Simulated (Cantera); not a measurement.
Diamond growth

A diamond (100) surface in a fixed gas of H2 with x(CH4) = 0.016, x(H) = 0.035, at 1175 K, 90.0 Torr; coverages are run to steady state.

Detailed kinetics in Cantera: the Harris–Goodwin 1993 mechanism for the reconstructed diamond (100) surface.

| x(CH3) | growth (µm/h) | θ c6HH | θ c6H* | θ c6*H | θ c6** | θ c6HM |
|---|---|---|---|---|---|---|
| 1e-06 | 0.112 | 0.455 | 0.0367 | 0.481 | 0.0278 | 7.40e-6 |
| 2.7e-06 | 0.304 | 0.455 | 0.0367 | 0.481 | 0.0278 | 2.00e-5 |
| 7.2e-06 | 0.810 | 0.455 | 0.0367 | 0.481 | 0.0278 | 5.33e-5 |
| 1.9e-05 | 2.14 | 0.455 | 0.0367 | 0.481 | 0.0278 | 0.000141 |
| 5.2e-05 | 5.84 | 0.454 | 0.0367 | 0.480 | 0.0278 | 0.000385 |
| 0.00014 | 15.7 | 0.454 | 0.0366 | 0.480 | 0.0277 | 0.00103 |
| 0.00037 | 41.4 | 0.453 | 0.0365 | 0.479 | 0.0276 | 0.00272 |
| 0.001 | 111 | 0.450 | 0.0363 | 0.475 | 0.0273 | 0.00729 |
| 0.0027 | 291 | 0.441 | 0.0355 | 0.465 | 0.0264 | 0.0192 |
θ: site fractions in the mechanism's names (c6HH fully hydrogenated, c6H* and c6*H radical sites, c6** diradical, c6HM methylated).
